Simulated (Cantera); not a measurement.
**Adiabatic ignition**

An adiabatic, constant-volume homogeneous reactor starts with C2H4 : O2 : N2 : CO2 : H2O = 1 : 1.36 : 5.13 : 0.3 : 0.32 (molar parts), at 1475 K and 0.217 atm.

Detailed kinetics in Cantera: GRI-Mech 3.0 (53 species, 325 reactions). GRI-Mech 3.0 was tuned for natural gas; its chemistry of ethylene as a main component is partial and can be far from experiment.

```csv
t (s),T (K),P (bar),x C2H4,x O2,x CO2,x H2,x CH3,x NO,x C2H2
3.00e-6,1475,0.220,0.123,0.168,0.0370,1.23e-6,5.99e-10,<1e-12,1.23e-6
1.50e-5,1475,0.220,0.123,0.168,0.0370,6.22e-6,2.93e-8,<1e-12,6.18e-6
7.54e-5,1476,0.220,0.123,0.167,0.0370,0.000245,0.000126,<1e-12,7.64e-5
0.000378,2859,0.519,<1e-12,0.000155,0.0254,0.119,2.00e-10,0.000799,8.70e-12
0.00189,2736,0.501,<1e-12,0.000396,0.0258,0.115,5.20e-12,0.000966,<1e-12
0.00950,2730,0.500,<1e-12,0.000403,0.0258,0.115,4.84e-12,0.00118,<1e-12
0.0476,2730,0.500,<1e-12,0.000403,0.0258,0.115,4.84e-12,0.00118,<1e-12
0.239,2730,0.500,<1e-12,0.000403,0.0258,0.115,4.84e-12,0.00118,<1e-12
1.20,2730,0.500,<1e-12,0.000403,0.0258,0.115,4.84e-12,0.00118,<1e-12
6.00,2730,0.500,<1e-12,0.000403,0.0258,0.115,4.84e-12,0.00118,<1e-12
```
x: mole fraction; the columns are a selection and need not sum to one.

```json
{
 "time_of_steepest_temperature_rise": "0.126 ms",
 "temperature at 6.00 s": "2730 K",
 "equilibrium_temperature": "2730 K",
 "x(C2H4) at 6.00 s": "<1e-12 (gas-phase equilibrium <1e-12)",
 "x(O2) at 6.00 s": "0.000403 (gas-phase equilibrium 0.000403)",
 "x(CO2) at 6.00 s": "0.0258 (gas-phase equilibrium 0.0258)"
}
```
